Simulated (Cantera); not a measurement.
Mixture: H2 : O2 : N2 = 1 : 0.98 : 4.8 (molar parts), equivalence ratio 0.51, at 13.0 bar, adiabatic and at constant pressure. Ignition delay is the time to a rise of 400 K.

Model: the H2/O2 subset of GRI-Mech 3.0, which has no nitrogen chemistry, integrated in Cantera. The hydrogen kinetics of GRI-Mech 3.0 are dated; newer H2 mechanisms differ, most at raised pressure. The pressure lies above the range GRI-Mech 3.0 was tuned for (to about 10 atm). Where the delays flatten at high temperature, the 400 K rule measures the pace of heat release, not the induction time.

Q: Predict: delay at 1200 K; delay at 1300 K; delay at 1400 K; delay at 1500 K; apparent activation energy between 1450 and 1550 K.

A: 
```
Quantity                                                Value
--------------------------------------------------  ---------
delay at 1200 K                                      0.132 ms
delay at 1300 K                                       7.11 µs
delay at 1400 K                                       2.66 µs
delay at 1500 K                                       1.61 µs
apparent activation energy between 1450 and 1550 K  75 kJ/mol
```
